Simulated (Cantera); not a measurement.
Input: 1 mol H2O, 7.9 mol H2, 0.067 mol O2, held at 2250 °C and 750 Torr.

Equilibrium computed with Cantera from the NASA thermochemical tables; the gas is ideal and each condensed phase is pure. Candidate condensed phases: H2O; 9 gas species. Kinetics and transport are ignored.

Base state: H2 0.849, H2O 0.125, H 0.0256, OH 0.000802, O 1.58e-5 (mole fractions); condensed: gas only.

### Question
What changes in the equilibrium state with this change: temperature from 2250 °C to 577 °C?

### Answer
| species | before | after |
|---|---|---|
| H2 | 0.849 | 0.873 |
| H2O | 0.125 | 0.127 |
| H | 0.0256 | <1e-9 |
| OH | 0.000802 | <1e-9 |
| O | 1.58e-5 | <1e-9 |
